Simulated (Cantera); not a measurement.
A perfectly stirred reactor is fed with CH₄ : CO₂ : H₂ = 1 : 1 : 0.2 (molar parts), at 180 Torr; it is held at 2223 K, and followed from long to short residence time.

Computed with Cantera and GRI-Mech 3.0 (53 species, 325 reactions).

**Question.** What does this change do: temperature 2223 to 2150 K?

**Answer.** 
```
quantity                before    after
---------------------  -------  -------
x(CH₄) at τ = 0.550 s  0.00106  0.00181
x(CO₂) at τ = 0.550 s  0.00214  0.00342
x(H₂) at τ = 0.550 s     0.504    0.500
x(CH₂) at τ = 0.550 s  7.99e-6  5.93e-6
x(HCO) at τ = 0.550 s  2.47e-7  1.91e-7
x(CH₄) at τ = 5.50 ms   0.0154   0.0224
x(CO₂) at τ = 5.50 ms   0.0355   0.0511
x(H₂) at τ = 5.50 ms     0.388    0.360
x(CH₂) at τ = 5.50 ms  5.15e-5  3.76e-5
x(HCO) at τ = 5.50 ms  1.62e-6  1.33e-6
```
